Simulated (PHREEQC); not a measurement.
# Acid rinse or clean (model solution)

Dissolve 0.1 mol/kgw H2SO4, 0.24 mol/kgw ZnSO4 and 0.0016 mol/kgw CuCl2 at 25 °C. Closed to the air; pH follows from the charge balance.

Model: ion-association model, wateq4f.dat, run in PHREEQC.

```
Quantity                  Result
-----------------  -------------
pH                          1.22
ionic strength     0.554 mol/kgw
activity of water          0.991
total alkalinity     -200 meq/kg
```

```tsv
species	molality	activity	log γ
Zn+2	0.123	0.0298	-0.616
HSO4-	0.120	0.0792	-0.181
ZnSO4	0.0823	0.0935	0.055
H+	0.0799	0.0608	-0.119
SO4-2	0.0679	0.0134	-0.706
Zn(SO4)2-2	0.0346	0.0102	-0.531
```

No solid was allowed to form.
